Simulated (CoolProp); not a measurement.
Properties of isobutane along the isobar 1800 kPa (Tc = 407.8 K, pc = 3629 kPa, ω = 0.184).

Computed with CoolProp (reference Helmholtz-energy equation of state, Bücker 2006).

```csv
T (K),phase,density (kg/m³),isothermal compressibility (1/MPa),conductivity (mW/(m K))
278.3,liquid,?,0.002743,?
311.2,liquid,?,0.004553,85.7
344.2,liquid,488.5,?,75.1
377.2,gas,46.20,0.8596,?
410.1,gas,37.89,0.7104,32.1
443.1,gas,?,0.6545,36.6
476.1,gas,29.55,0.6247,?
509.1,gas,26.92,0.6062,46.7
542,gas,24.81,0.5938,52.1
575,gas,23.06,0.5849,57.9
```

### Question
Some entries are withheld; supply them.

### Answer

- 278.3, density (kg/m³): 577.2
- 278.3, conductivity (mW/(m K)): 97.7
- 311.2, density (kg/m³): 537.1
- 344.2, isothermal compressibility (1/MPa): 0.009199
- 377.2, conductivity (mW/(m K)): 28.5
- 443.1, density (kg/m³): 33.00
- 476.1, conductivity (mW/(m K)): 41.4

Thermal conductivity comes from a separate model (Perkins 2002).
